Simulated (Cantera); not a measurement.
Input: 1 mol Si, 0.01 mol CO2, 19 mol H2, 0.16 mol NH3, at 2.48 Torr.

Cantera equilibrium calculation (NASA polynomials, part measured and part estimated; ideal gas, pure solids and liquids). Candidate condensed phases: C, C6H6, C7H8, C8H18, H2O, Si, SiC, SiO2, Si2N2O, Si3N4; 151 gas species. Mutual solubility and eutectic melting of coexisting phases are not modelled. The numbers say what is thermodynamically allowed, not how fast it happens.

### Question
Which condensed phases are stable at each of these points (T (°C)): 975, 1000, 1025, 1050, 1075, 1100, 1125, 1150, 1175?

### Answer
```
T (°C)                       condensed phases  Si condensed (%)
------  -------------------------------------  ----------------
975     Si(s) + SiC(s) + Si2N2O(s) + Si3N4(s)             100.0
1000    Si(s) + SiC(s) + Si2N2O(s) + Si3N4(s)             100.0
1025    Si(s) + SiC(s) + Si2N2O(s) + Si3N4(s)             100.0
1050    Si(s) + SiC(s) + Si2N2O(s) + Si3N4(s)             100.0
1075    Si(s) + SiC(s) + Si2N2O(s) + Si3N4(s)             100.0
1100    Si(s) + SiC(s) + Si2N2O(s) + Si3N4(s)             100.0
1125    Si(s) + SiC(s) + Si2N2O(s) + Si3N4(s)             100.0
1150    Si(s) + SiC(s) + Si2N2O(s) + Si3N4(s)              99.9
1175               Si(s) + SiC(s) + Si2N2O(s)              99.8
```

From 975 °C to 1150 °C the condensed part is Si(s) + SiC(s) + Si2N2O(s) + Si3N4(s). At 1175 °C the condensed part is Si(s) + SiC(s) + Si2N2O(s).
